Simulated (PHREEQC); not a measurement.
0.19 g of hydrous ferric oxide (600 m²/g; 0.2 weak and 0.005 strong sites per Fe, Dzombak-Morel constants, diffuse double layer) in 1 kg of water with 0.1 mol/kgw of an inert sodium salt and 1.1e-05 mol/kgw NaH2PO4, at 25 °C; the pH is set by adding NaOH or the inert anion's acid. Oxygen alone is held at its pressure in air (log pO2 = -0.68). No CO2 enters from the air. Nothing may precipitate in this run.

Base run: PHREEQC, ion-association model, wateq4f.dat. Each further column changes one thing. The table gives surface potential ψ (mV).

```csv
pH,base,background salt from 0.1 to 0.01 mol/kgw,oxide from 0.19 to 0.95 g/kgw,0.00019 mol/kgw Na2SO4 added
3,151,201,152,111
3.5,149,194,150,110
4.5,136,167,138,105
5,124,149,126,99
5.5,109,129,110,90
6.5,71,82,73,65
7,49,56,52,47
7.5,26,29,29,25
8.5,-22,-26,-20,-22
9,-44,-51,-43,-44
9.5,-65,-76,-65,-65
10.5,-104,-123,-103,-103
11,-120,-143,-120,-120
```

H3PO4, which wateq4f.dat lacks, is added to it with the constant of phreeqc.dat. The oxide is taken as insoluble; below pH 4 it would dissolve.
